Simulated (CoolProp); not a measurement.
A Linde-Hampson liquefier for ethane: isothermal reversible compression at 320 K from 1 atm to 5 MPa, throttling to 1 atm, return gas leaving the recuperator 2 K below the feed. Each further row changes one setting.

Values from CoolProp's reference Helmholtz-energy equation of state, Bücker 2006.

```tsv
case	liquid yield per pass	compression work (kJ/kg of gas)
as stated	0.171	315
high pressure 10 MPa	[?]	338
warm-end temperature 350 K	0.108	[?]
warm-end gap 7 K	[?]	315
```

Problem. What belongs in the gaps?

Solution. 
- high pressure 10 MPa, liquid yield per pass: 0.430
- warm-end temperature 350 K, compression work (kJ/kg of gas): 354
- warm-end gap 7 K, liquid yield per pass: 0.160
